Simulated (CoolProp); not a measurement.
Vapour-liquid equilibrium of toluene (1) + m-xylene (2) at 550 K; x and y are mole fractions of (1).

The numbers come from the multi-fluid Helmholtz-energy mixture model, Lemmon 2006 and Zhou 2012; pair parameters Bell 2016 in CoolProp.

Task: Give the bubble pressure and the first vapour's composition at x = 0.05, 0.275, 0.95. Is there an azeotrope?

Result: x = 0.05: 1523 kPa, y = 0.068; x = 0.275: 1738 kPa, y = 0.345; x = 0.95: 2384 kPa, y = 0.959. No azeotrope shows between x = 0.05 and 0.95.

The pair parameters rest on a limited set of measurements; away from them the model extrapolates.
